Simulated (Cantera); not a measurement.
Feed: 1 mol S, 0.006 mol SO₂, 0.31 mol H₂, equilibrated at 1.00 bar.

Equilibrium computed with Cantera from the NASA thermochemical tables; the gas is ideal and each condensed phase is pure. Candidate condensed phases: H₂O, H₂SO₄, S; 19 gas species. Equilibrium is a limit: real reactors are often held back by kinetics, nucleation or transport.

log p: log10 of the partial pressure in bar; nothing condenses.

| T (°C) | log p S₂ | log p S | log p H₂ | log p H | log p SH | log p H₂S | log p H₂O |
|---|---|---|---|---|---|---|---|
| 1900 | -0.24 | -2.16 | -0.55 | -2.59 | -1.39 | -1.09 | -1.88 |
| 2000 | -0.25 | -1.94 | -0.54 | -2.35 | -1.31 | -1.18 | -1.92 |
| 2100 | -0.25 | -1.73 | -0.54 | -2.13 | -1.24 | -1.27 | -1.96 |
| 2200 | -0.26 | -1.54 | -0.54 | -1.92 | -1.18 | -1.35 | -2.01 |
| 2300 | -0.28 | -1.37 | -0.55 | -1.74 | -1.13 | -1.44 | -2.07 |
| 2400 | -0.29 | ? | -0.56 | ? | -1.09 | ? | ? |
| 2500 | -0.32 | ? | -0.57 | ? | -1.06 | ? | ? |
| 2600 | -0.34 | -0.94 | -0.59 | -1.28 | -1.03 | -1.71 | -2.31 |
| 2700 | -0.38 | -0.82 | -0.62 | -1.15 | -1.02 | -1.82 | -2.41 |
| 2800 | -0.42 | -0.72 | -0.66 | -1.04 | -1.02 | -1.92 | -2.52 |
| 2900 | -0.47 | -0.63 | -0.70 | -0.94 | -1.03 | -2.04 | -2.64 |
| 3000 | -0.54 | -0.55 | -0.76 | -0.85 | -1.05 | -2.17 | -2.76 |
| 3100 | -0.61 | -0.48 | -0.82 | -0.77 | -1.08 | -2.31 | -2.89 |
| 3200 | -0.69 | -0.42 | -0.89 | -0.70 | -1.13 | -2.47 | -3.03 |

**Question.** What belongs in the gaps?

**Answer.** 
- 2500, log p S: -1.07
- 2500, log p H: -1.42
- 2500, log p H₂S: -1.62
- 2500, log p H₂O: -2.22
- 2400, log p S: -1.21
- 2400, log p H: -1.57
- 2400, log p H₂S: -1.53
- 2400, log p H₂O: -2.14
